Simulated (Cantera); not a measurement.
Cantera run, input and output.

```python
import numpy as np
import cantera as ct

gas = ct.Solution("gri30.yaml")
gas.TPX = 1450, 460, {'C2H6': 1, 'H2': 15}
reactor = ct.IdealGasConstPressureReactor(gas, energy="off", clone=False)
net = ct.ReactorNet([reactor])
net.rtol, net.atol = 1e-08, 1e-18
show = ['C2H6', 'H2', 'C2H2', 'C2H4', 'H']
times = np.geomspace(3e-06, 30, 15)

steps = ct.SolutionArray(gas, extra=["t"])
rows = []
print(f"{'t/s':>10s}{'T/K':>9s}{'P/Pa':>11s}" + "".join(f"{s:>11s}" for s in show))
for t in times:
    while net.time < t:
        t_next = net.step()
        steps.append(gas.state, t=t_next)
    rows.append([np.interp(t, steps.t, y) for y in (steps.T, steps.P, *steps(*show).X.T)])
    print(f"{t:10.3e}{rows[-1][0]:9.1f}{rows[-1][1]:11.4g}" + "".join(f"{x:11.3e}" for x in rows[-1][2:]))
rate = np.gradient(steps.T, steps.t)
print("integrator steps:", len(steps.t))
if steps.T.max() > steps.T[0] + 200:
    print(f"time of steepest temperature rise: {steps.t[rate.argmax()]:.4e} s")
gas.TPX = 1450, 460, {'C2H6': 1, 'H2': 15}
gas.equilibrate("TP")
print(f"equilibrium (TP): T = {gas.T:.1f} K  " + "  ".join(f"{s} {gas[s].X[0]:.3e}" for s in show))
```

Output:

```
       t/s      T/K       P/Pa       C2H6         H2       C2H2       C2H4          H
 3.000e-06   1450.0        460  6.250e-02  9.375e-01  7.989e-18  3.156e-11  3.812e-08
 9.487e-06   1450.0        460  6.249e-02  9.375e-01  5.551e-16  8.253e-10  3.502e-07
 3.000e-05   1450.0        460  6.246e-02  9.375e-01  8.139e-14  4.220e-08  2.996e-06
 9.487e-05   1450.0        460  6.237e-02  9.374e-01  2.017e-11  2.511e-06  2.081e-05
 3.000e-04   1450.0        460  6.187e-02  9.371e-01  1.042e-08  1.038e-04  1.069e-04
 9.487e-04   1450.0        460  5.826e-02  9.357e-01  3.266e-06  1.850e-03  3.533e-04
 3.000e-03   1450.0        460  3.730e-02  9.261e-01  2.499e-04  1.178e-02  9.119e-04
 9.487e-03   1450.0        460  1.834e-03  9.047e-01  5.206e-03  2.002e-02  1.566e-03
 3.000e-02   1450.0        460  3.921e-05  9.056e-01  1.313e-02  1.301e-02  5.712e-04
 9.487e-02   1450.0        460  1.255e-05  9.067e-01  1.860e-02  7.653e-03  2.309e-04
 3.000e-01   1450.0        460  4.834e-06  9.073e-01  2.272e-02  3.582e-03  1.132e-04
 9.487e-01   1450.0        460  2.788e-06  9.078e-01  2.550e-02  8.907e-04  7.995e-05
 3.000e+00   1450.0        460  2.872e-06  9.084e-01  2.661e-02  1.564e-04  8.411e-05
 9.487e+00   1450.0        460  2.695e-06  9.100e-01  2.792e-02  1.455e-04  8.597e-05
 3.000e+01   1450.0        460  2.144e-06  9.144e-01  3.148e-02  1.340e-04  8.948e-05
integrator steps: 1019
equilibrium (TP): T = 1450.0 K  C2H6 6.249e-09  H2 9.435e-01  C2H2 5.479e-02  C2H4 1.125e-04  H 1.364e-04
```

Computed with Cantera and GRI-Mech 3.0 (53 species, 325 reactions). GRI-Mech 3.0 stops at C3 and has no aromatics, soot or wall deposition, so with more carbon than oxygen in the feed, carbon stays in small species such as C2H2 where larger ones or solid carbon would form. Radical loss at walls, strong at low pressure, is not modelled.
